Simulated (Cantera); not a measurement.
Gas mixture: NH3 : H2O : C3H8 = 0.75 : 0.5 : 0.95 (molar parts), at 0.600 bar, frozen composition.

Cantera's kinetic-theory transport with the Lennard-Jones parameters of GRI-Mech 3.0, ideal gas; thermal conductivity in the mixture-averaged form. Polar gases are described roughly by these parameters. The composition is frozen, though it would react at the higher temperatures.

One state of this run: ρ (kg/m³) = 0.261; cp (J/kg/K) = 3218; μ (µPa s) = 23.1; λ (mW/m/K) = 97.2; Pr = 0.764; D (cm²/s) NH3 = 1.50; D (cm²/s) CO2 = 1.21; D (cm²/s) CH4 = 1.70. D: mixture-averaged diffusion coefficient of that species in the mixture.

Problem. Which value of T (K) does it belong to?
(A) 1400
(B) 800
(C) 1000
(D) 600

Solution. B, 800
